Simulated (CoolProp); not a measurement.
Vapour-liquid equilibrium of dimethyl ether (1) + R227EA (2) at 3.72 kPa; x and y are mole fractions of (1).

Computed with CoolProp (multi-fluid Helmholtz-energy mixture model, Wu 2011 and Lemmon 2016; pair parameters Bell 2016).

```
x      bubble temperature, mixture model (°C)  bubble temperature, Raoult's law (°C)  y, mixture model  y, Raoult's law
-----  --------------------------------------  -------------------------------------  ----------------  ---------------
0.05                                    -72.2                                  -73.4             0.012            0.089
0.125                                   -71.1                                  -74.2             0.050            0.211
0.2                                     -70.1                                  -74.9             0.128            0.319
0.275                                   -69.5                                  -75.6             0.253            0.417
0.35                                    -69.7                                  -76.2             0.411            0.505
0.425                                   -70.6                                  -76.9             0.573            0.585
0.5                                     -72.0                                  -77.5             0.711            0.657
0.575                                   -73.7                                  -78.1             0.814            0.722
0.65                                    -75.4                                  -78.6             0.884            0.782
0.725                                   -77.0                                  -79.2             0.930            0.836
0.8                                     -78.3                                  -79.7             0.960            0.886
0.875                                   -79.5                                  -80.2             0.980            0.932
0.95                                    -80.4                                  -80.7             0.993            0.974
```

The largest gap from Raoult's law is +6.5 K in bubble temperature, at x = 0.35. y crosses x between x = 0.275 and 0.35: the model has an azeotrope there.

Pair parameters are fitted to limited data, so mixtures are less certain than the pure fluids.
